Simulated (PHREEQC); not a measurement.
Make-up at 25 °C: 0.0028 mol MgCl2 and 0.00032 mol NaF per kg of water. Closed to the air; pH follows from the charge balance.

All values are PHREEQC results (ion-association model, wateq4f.dat), not measurements.

```yaml
pH: 6.95
ionic_strength: 0.00865 mol/kgw
```

```
species  molality  activity   log γ
-------  --------  --------  ------
Cl-       0.00560   0.00507  -0.043
Mg+2      0.00276   0.00191  -0.161
Na+      0.000320  0.000291  -0.042
F-       0.000284  0.000258  -0.043
MgF+      3.58e-5   3.25e-5  -0.042
H+        1.22e-7   1.12e-7  -0.037
OH-       9.83e-8   8.91e-8  -0.043
MgOH+     6.75e-8   6.17e-8  -0.040
HF        4.33e-8   4.34e-8   0.001
NaF       4.30e-8   4.31e-8   0.001
```

This is a speciation only: nothing precipitates in the calculation.
